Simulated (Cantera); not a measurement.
An isothermal, constant-pressure homogeneous reactor starts with NO : N₂ = 2.3 : 8.5 (molar parts), at 2050 K and 2670 Pa.

Model: GRI-Mech 3.0 (53 species, 325 reactions), integrated in Cantera. Radical loss at walls, strong at low pressure, is not modelled.

x: mole fraction; the columns are a selection and need not sum to one.

| t (s) | x NO | x O₂ | x NO₂ | x N₂ | x O |
|---|---|---|---|---|---|
| 0.000500 | 0.213 | 2.76e-9 | (withheld) | 0.787 | 1.02e-6 |
| 0.00114 | 0.213 | 1.46e-8 | (withheld) | 0.787 | 2.38e-6 |
| 0.00259 | 0.213 | 7.83e-8 | (withheld) | 0.787 | 5.69e-6 |
| 0.00589 | 0.213 | 4.39e-7 | (withheld) | 0.787 | 1.43e-5 |
| 0.0134 | 0.213 | 2.61e-6 | (withheld) | 0.787 | 3.74e-5 |
| 0.0305 | 0.213 | 1.62e-5 | (withheld) | 0.787 | 9.70e-5 |
| 0.0695 | 0.212 | 9.71e-5 | (withheld) | 0.787 | 0.000221 |
| 0.158 | 0.212 | 0.000484 | (withheld) | 0.788 | 0.000384 |
| 0.360 | 0.209 | 0.00177 | (withheld) | 0.789 | 0.000495 |
| 0.819 | 0.202 | 0.00517 | (withheld) | 0.792 | 0.000610 |
| 1.86 | 0.184 | 0.0140 | (withheld) | 0.801 | 0.000828 |
| 4.24 | 0.140 | 0.0357 | (withheld) | 0.823 | 0.00120 |
| 9.65 | 0.0649 | 0.0731 | (withheld) | 0.860 | 0.00164 |
| 22.0 | 0.0151 | 0.0979 | (withheld) | 0.885 | 0.00188 |
| 50.0 | 0.00677 | 0.102 | (withheld) | 0.889 | 0.00191 |

Some entries are withheld; supply them.


- 0.000500, x NO₂: 2.73e-9
- 0.00114, x NO₂: 1.28e-8
- 0.00259, x NO₂: 5.43e-8
- 0.00589, x NO₂: 1.99e-7
- 0.0134, x NO₂: 6.23e-7
- 0.0305, x NO₂: 1.68e-6
- 0.0695, x NO₂: 3.57e-6
- 0.158, x NO₂: 5.64e-6
- 0.360, x NO₂: 7.20e-6
- 0.819, x NO₂: 9.28e-6
- 1.86, x NO₂: 1.25e-5
- 4.24, x NO₂: 1.49e-5
- 9.65, x NO₂: 9.89e-6
- 22.0, x NO₂: 2.67e-6
- 50.0, x NO₂: 1.22e-6
